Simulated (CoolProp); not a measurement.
R1234ze(E) at several states: Z from the reference equation and from simpler models built on Tc = 109.4 °C, pc = 3635 kPa, ω = 0.313; each cubic takes its own stable root.

Computed with CoolProp (reference Helmholtz-energy equation of state, Thol 2016).

```tsv
T (°C)	p (kPa)	phase	reference
90.35	97.4	gas	0.9886
-68.75	747	liquid	0.03521
73.55	241	gas	0.9663
102.65	9550	liquid	0.3686
102.95	1400	gas	0.8394
-3.95	74	gas	0.9754
```

Question: How far does each simpler model (van der Waals, Redlich-Kwong, Soave-Redlich-Kwong, Peng-Robinson) lie from the reference over these 6 states: mean and median of the absolute difference, and the worst?

Answer: 
- van der Waals: mean 19.8 %, median 2.1 %, worst +69.4 % at -68.75 °C and 747 kPa
- Redlich-Kwong: mean 5.1 %, median 0.7 %, worst +14.5 % at -68.75 °C and 747 kPa
- Soave-Redlich-Kwong: mean 4.3 %, median 0.5 %, worst +13.6 % at 102.65 °C and 9550 kPa
- Peng-Robinson: mean 0.8 %, median 0.6 %, worst +1.8 % at 102.65 °C and 9550 kPa
